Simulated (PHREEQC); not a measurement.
Dissolve 0.00048 mol K2SiO3 per kg of water at 30 °C. Closed to the air; pH follows from the charge balance.

The numbers come from PHREEQC with the Pitzer model, pitzer.dat.

This is a speciation only: nothing precipitates in the calculation.

### Question
Predict the pH.

### Answer
pH 10.55.

### Question
In which forms is Si present?

### Answer
H3SiO4- 86 %, H4SiO4 13 % of the Si.
